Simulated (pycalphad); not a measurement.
Computed with pycalphad from the COST 507 light-alloy database (1999), at 1 atm. These are 1990s assessments: newer ones move some temperatures and phases. The system is extrapolated from its subsystems; higher-order compounds may be missing. Amounts are mole fractions of atoms. Diffusion is slow at the low end, where real alloys seldom reach equilibrium.

**Question.** Give the equilibrium state of Mg-10.9Al-0.67Cu-0.25Si (at.%) at 700 K.

**Answer.** hcp, fraction 0.957, with 9.8 Al, <0.01 Cu, <0.01 Si at.%; QPHASE, fraction 0.036, with 43.8 Al, 18.8 Cu, no Si at.%; MG2SI, fraction 0.007, with no Al, no Cu, 33.3 Si at.%.

**Question.** Give the equilibrium state of Mg-10.9Al-0.67Cu-0.25Si (at.%) at 350 K.

**Answer.** hcp, fraction 0.756, with 0.69 Al, <0.01 Cu, <0.01 Si at.%; ALMG_GAMMA, fraction 0.171, with 41.4 Al, no Cu, no Si at.%; TAU, fraction 0.066, with 50.2 Al, 10.2 Cu, no Si at.%; MG2SI, fraction 0.008, with no Al, no Cu, 33.3 Si at.%.

Database names, with the compositions (at.%) that they take in these runs: MG2SI: Mg 67 Si 33; QPHASE: Al 44 Mg 38 Cu 19; TAU: Al 48-50 Mg 40-42 Cu 9; ALMG_GAMMA: Mg 59 Al 41. An entry "none" or "no" means that the model of the phase leaves that element out.
